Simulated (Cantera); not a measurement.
**Carbon deposition, reforming and gasification: CH3OH + NH3 + N2**

Input: 1 mol CH3OH, 0.045 mol NH3, 1.5 mol N2, equilibrated at 1 atm.

These are equilibrium values from Cantera (NASA tables, ideal gas, pure condensed phases), not measurements of a reactor. Candidate condensed phases: C, C6H6, C7H8, C8H18, H2O; 169 gas species. Ions and electrons are included (thermal ionisation). Kinetics and transport are ignored.

From 2727 °C to 4727 °C nothing is condensed. The main C-bearing gas is CO throughout.

| T (°C) | log p H | log p H2 | log p N2 | log p CO | log p N | log p O | log p C |
|---|---|---|---|---|---|---|---|
| 2727 | -1.01 | -0.41 | -0.50 | -0.68 | -5.10 | -5.52 | -6.80 |
| 3227 | -0.53 | -0.61 | -0.54 | -0.72 | -3.93 | -4.32 | -5.32 |
| 3727 | -0.30 | -1.01 | -0.60 | -0.78 | -3.05 | -3.55 | -4.09 |
| 4227 | -0.23 | -1.54 | -0.63 | -0.81 | -2.36 | -2.92 | -3.15 |
| 4727 | -0.22 | -2.05 | -0.65 | -0.83 | -1.81 | -2.35 | -2.46 |
log p: log10 of the partial pressure in bar; nothing condenses.
